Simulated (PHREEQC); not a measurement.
Dissolve 0.052 mol CuCl2, 0.017 mol HBF4 and 0.012 mol NaCl per kg of water at 25 °C. Closed to the air; pH follows from the charge balance.

Computed with PHREEQC (ion-association model, phreeqc.dat).

No solid was allowed to form.

Problem. What pH, density does the model give?

Solution. pH 1.89; density 1.005 g/cm³.

Problem. In which forms is Cu present?

Solution. Cu+2 90 %, CuCl+ 9.2 % of the Cu.

Real BF4- forms and hydrolyses slowly; the run takes it at equilibrium.
